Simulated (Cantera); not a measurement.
A freely propagating, adiabatic, planar premixed flame of CH₄ : O₂ : N₂ = 1 : 2.6 : 9.77 (molar parts), equivalence ratio 0.77, unburnt at 525 K and 0.570 bar; mixture-averaged transport, grid criteria slope 0.08 and curve 0.16, no radiation.

Model: GRI-Mech 3.0 (53 species, 325 reactions), integrated in Cantera. Burning velocities carry a grid error of a few per cent, more on coarse grids.

x: mole fraction of selected species; z is measured from the peak of heat release.

| z (mm) | T (K) | u (m/s) | x CH₄ | x O₂ | x NO | x C₂H₄ | x H₂O₂ | x C₂H |
|---|---|---|---|---|---|---|---|---|
| -1.91 | 525 | 0.917 | 0.0747 | 0.194 | <1e-8 | <1e-8 | <1e-8 | <1e-8 |
| -1.28 | 527 | 0.920 | 0.0746 | 0.194 | <1e-8 | … | … | <1e-8 |
| -0.957 | 532 | 0.931 | 0.0741 | 0.194 | <1e-8 | 5.46e-7 | 5.71e-7 | <1e-8 |
| -0.638 | 574 | 1.01 | 0.0713 | 0.190 | 3.83e-8 | 6.68e-6 | 3.75e-6 | <1e-8 |
| -0.319 | 882 | 1.56 | 0.0530 | 0.166 | 4.92e-7 | 9.23e-5 | 1.08e-5 | <1e-8 |
| -0.160 | 1238 | 2.21 | 0.0304 | 0.132 | 1.25e-6 | 0.000209 | 8.58e-6 | <1e-8 |
| 0 | … | 2.85 | … | … | … | … | … | … |
| 0.160 | 1734 | 3.12 | 0.000674 | 0.0670 | 4.34e-6 | 7.69e-6 | 3.96e-7 | 1.23e-8 |
| 0.319 | 1778 | 3.19 | 3.27e-5 | 0.0586 | 5.68e-6 | 1.32e-7 | 3.35e-7 | <1e-8 |
| 0.638 | 1832 | 3.26 | 8.93e-8 | 0.0535 | 7.66e-6 | <1e-8 | 2.78e-7 | <1e-8 |
| 1.28 | 1899 | 3.37 | <1e-8 | 0.0505 | 1.08e-5 | <1e-8 | 2.04e-7 | <1e-8 |
| 2.55 | 1972 | 3.48 | <1e-8 | 0.0484 | 1.57e-5 | <1e-8 | 1.40e-7 | <1e-8 |
| 5.10 | 2036 | 3.58 | <1e-8 | 0.0467 | 2.33e-5 | <1e-8 | 9.52e-8 | <1e-8 |

Q: Fill in the missing entries.

A: 
- -1.28, x C₂H₄: 8.60e-8
- -1.28, x H₂O₂: 1.17e-7
- 0, T (K): 1587
- 0, x CH₄: 0.00788
- 0, x O₂: 0.0911
- 0, x NO: 2.62e-6
- 0, x C₂H₄: 0.000135
- 0, x H₂O₂: 1.29e-6
- 0, x C₂H: 2.07e-8
